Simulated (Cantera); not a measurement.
Cantera run, input and output.

```python
import numpy as np
import cantera as ct

gas = ct.Solution("SiF4_NH3_mec.yaml", "gas")
gas.TPX = 1850, 100000, {'NH3': 4.1, 'N2': 9.1}
reactor = ct.IdealGasConstPressureReactor(gas, energy="off", clone=False)
net = ct.ReactorNet([reactor])
net.rtol, net.atol = 1e-08, 1e-18
show = ['NH3', 'H2', 'NH2', 'N2', 'NH', 'H']
times = np.geomspace(1e-06, 8, 11)

steps = ct.SolutionArray(gas, extra=["t"])
rows = []
print(f"{'t/s':>10s}{'T/K':>9s}{'P/Pa':>11s}" + "".join(f"{s:>11s}" for s in show))
for t in times:
    while net.time < t:
        t_next = net.step()
        steps.append(gas.state, t=t_next)
    rows.append([np.interp(t, steps.t, y) for y in (steps.T, steps.P, *steps(*show).X.T)])
    print(f"{t:10.3e}{rows[-1][0]:9.1f}{rows[-1][1]:11.4g}" + "".join(f"{x:11.3e}" for x in rows[-1][2:]))
rate = np.gradient(steps.T, steps.t)
print("integrator steps:", len(steps.t))
if steps.T.max() > steps.T[0] + 200:
    print(f"time of steepest temperature rise: {steps.t[rate.argmax()]:.4e} s")
gas.TPX = 1850, 100000, {'NH3': 4.1, 'N2': 9.1}
gas.equilibrate("TP")
print(f"equilibrium (TP): T = {gas.T:.1f} K  " + "  ".join(f"{s} {gas[s].X[0]:.3e}" for s in show))
```

Result:

```
       t/s      T/K       P/Pa        NH3         H2        NH2         N2         NH          H
 1.000e-06   1850.0      1e+05  3.106e-01  4.532e-07  1.014e-06  6.894e-01  8.663e-12  1.073e-07
 4.901e-06   1850.0      1e+05  3.106e-01  2.639e-06  5.385e-06  6.894e-01  3.149e-10  1.079e-07
 2.402e-05   1850.0      1e+05  3.106e-01  1.339e-05  2.677e-05  6.894e-01  1.349e-08  1.087e-07
 1.177e-04   1850.0      1e+05  3.105e-01  7.174e-05  1.275e-04  6.893e-01  3.856e-07  1.377e-07
 5.771e-04   1850.0      1e+05  3.098e-01  6.941e-04  3.336e-04  6.892e-01  1.722e-06  5.373e-07
 2.828e-03   1850.0      1e+05  3.061e-01  4.822e-03  3.324e-04  6.887e-01  2.085e-06  2.180e-06
 1.386e-02   1850.0      1e+05  2.893e-01  2.415e-02  2.940e-04  6.863e-01  2.728e-06  9.204e-06
 6.795e-02   1850.0      1e+05  2.228e-01  1.003e-01  2.262e-04  6.766e-01  3.066e-06  3.737e-05
 3.330e-01   1850.0      1e+05  8.015e-02  2.636e-01  1.061e-04  6.560e-01  2.149e-06  1.275e-04
 1.632e+00   1850.0      1e+05  6.589e-03  3.477e-01  1.444e-05  6.454e-01  5.005e-07  2.782e-04
 8.000e+00   1850.0      1e+05  6.365e-04  3.545e-01  1.578e-06  6.445e-01  6.216e-08  3.210e-04
integrator steps: 1460
equilibrium (TP): T = 1850.0 K  NH3 4.453e-06  H2 3.553e-01  NH2 1.110e-08  N2 6.444e-01  NH 4.393e-10  H 3.232e-04
```

Computed with Cantera and the gas-phase N/H chemistry of the illustrative SiF4/NH3 mechanism in the Surface Chemkin manual (1991). Walls and surfaces, which speed up NH3 decomposition in real reactors, are not modelled.
